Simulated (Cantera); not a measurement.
Cantera run, input and output.

```python
import numpy as np
import cantera as ct

gas = ct.Solution("gri30.yaml")
gas.TPX = 2050, 101325, {'NO': 1, 'N2': 16}
inlet = ct.Reservoir(gas, clone=True)

reactor = ct.IdealGasConstPressureReactor(gas, energy="off", clone=False)
exhaust = ct.Reservoir(gas, clone=True)
tau = [28, 5.1, 0.94, 0.17, 0.031, 0.0058, 0.0011][0]
for a, b in ((inlet, reactor), (reactor, exhaust)):
    ct.MassFlowController(a, b, mdot=lambda t: reactor.mass / tau)
net = ct.ReactorNet([reactor])
show = ['NO', 'N2O', 'O', 'O2', 'N2', 'NO2']

rows = []
print(f"{'tau/s':>10s}{'T/K':>9s}" + "".join(f"{s:>11s}" for s in show))
for tau in [28, 5.1, 0.94, 0.17, 0.031, 0.0058, 0.0011]:
    net.initial_time = 0.0
    net.advance(30 * tau)
    before = gas.X
    net.advance(40 * tau)
    drift = np.max(np.abs(gas.X - before) / (gas.X + 1e-9))
    rows.append([gas.T, *gas[show].X, drift])
    print(f"{tau:10.3e}{gas.T:9.1f}" + "".join(f"{x:11.3e}" for x in gas[show].X))
```

Result:

```
     tau/s      T/K         NO        N2O          O         O2         N2        NO2
 2.800e+01   2050.0  6.483e-03  2.293e-07  1.573e-04  2.609e-02  9.673e-01  3.655e-06
 5.100e+00   2050.0  1.658e-02  3.204e-07  1.422e-04  2.104e-02  9.622e-01  8.434e-06
 9.400e-01   2050.0  4.005e-02  9.099e-07  9.802e-05  9.321e-03  9.505e-01  1.396e-05
 1.700e-01   2050.0  5.520e-02  1.573e-06  5.222e-05  1.774e-03  9.430e-01  1.011e-05
 3.100e-02   2050.0  5.822e-02  1.716e-06  3.543e-05  2.769e-04  9.415e-01  7.164e-06
 5.800e-03   2050.0  5.872e-02  1.669e-06  2.509e-05  3.404e-05  9.412e-01  5.109e-06
 1.100e-03   2050.0  5.881e-02  1.374e-06  8.775e-06  1.519e-06  9.412e-01  1.761e-06
```

Detailed kinetics in Cantera: GRI-Mech 3.0 (53 species, 325 reactions).
